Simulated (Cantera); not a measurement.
Ignition delay

Mixture: 18.2 % H2, 17.2 % O2, 64.6 % N2, at 0.987 atm, adiabatic and at constant pressure. Ignition delay is the time to a rise of 400 K.

Cantera simulation using GRI-Mech 3.0 (53 species, 325 reactions); the numbers are that mechanism's predictions, not measurements. Below about 950 K walls govern HO2 and H2O2 in real vessels. Where the delays flatten at high temperature, the 400 K rule measures the pace of heat release, not the induction time.

| T0 (K) | delay (ms) |
|---|---|
| 875 | 919 |
| 975 | 0.616 |
| 1075 | 0.115 |
| 1175 | 0.0580 |
| 1275 | 0.0376 |
| 1375 | 0.0286 |
| 1475 | 0.0246 |
| 1575 | 0.0234 |
